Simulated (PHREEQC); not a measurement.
Consider water at 25 °C with 0.0043 mol NH4HF2, 0.11 mol (NH4)2SiF6, 5e-05 mol H3PO4 and 0.00735 mol HCl per kg of water. Closed to the air; pH follows from the charge balance.

Equilibrium calculation in PHREEQC: ion-association model, wateq4f.dat.

**Question.** The ionic strength comes out as 0.339 mol/kgw. What activity coefficients do H2PO4-, HF2-, F-, SiF6-2, Cl- get?

**Answer.** H2PO4- 0.71, HF2- 0.66, F- 0.66, SiF6-2 0.25, Cl- 0.67.

No solid was allowed to form. H3PO4, which wateq4f.dat lacks, is added to it with the constant of phreeqc.dat. SiF6-2 is the database's only silicon fluoride.
